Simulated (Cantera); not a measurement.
A perfectly stirred reactor is fed with CH₄ : H₂ : H = 0.017 : 1 : 0.18 (molar parts), at 0.286 atm; it is held at 1923 K, and followed from long to short residence time.

Cantera simulation using GRI-Mech 3.0 (53 species, 325 reactions); the numbers are that mechanism's predictions, not measurements. GRI-Mech 3.0 stops at C3 and has no aromatics, soot or wall deposition, so with more carbon than oxygen in the feed, carbon stays in small species such as C2H2 where larger ones or solid carbon would form.

Q: What does this change do: pressure from 0.286 atm to 0.118 atm?

A: 
```csv
quantity,before,after
x(CH₄) at τ = 1.00 s,0.00175,0.00147
x(H₂) at τ = 1.00 s,0.989,0.988
x(H) at τ = 1.00 s,0.00204,0.00381
x(C₂H₄) at τ = 1.00 s,2.00e-5,8.45e-6
x(C₂H₂) at τ = 1.00 s,0.00663,0.00676
x(CH₄) at τ = 72.0 ms,0.00357,0.00210
x(H₂) at τ = 72.0 ms,0.987,0.983
x(H) at τ = 72.0 ms,0.00334,0.00868
x(C₂H₄) at τ = 72.0 ms,1.86e-5,8.85e-6
x(C₂H₂) at τ = 72.0 ms,0.00565,0.00630
```

Q: What does this change do: CH4 0.017 to 0.0083 parts?

A: 
```csv
quantity,before,after
x(CH₄) at τ = 1.00 s,0.00175,0.00113
x(H₂) at τ = 1.00 s,0.989,0.993
x(H) at τ = 1.00 s,0.00204,0.00221
x(C₂H₄) at τ = 1.00 s,2.00e-5,9.44e-6
x(C₂H₂) at τ = 1.00 s,0.00663,0.00315
x(CH₄) at τ = 72.0 ms,0.00357,0.00193
x(H₂) at τ = 72.0 ms,0.987,0.991
x(H) at τ = 72.0 ms,0.00334,0.00429
x(C₂H₄) at τ = 72.0 ms,1.86e-5,8.29e-6
x(C₂H₂) at τ = 72.0 ms,0.00565,0.00269
```
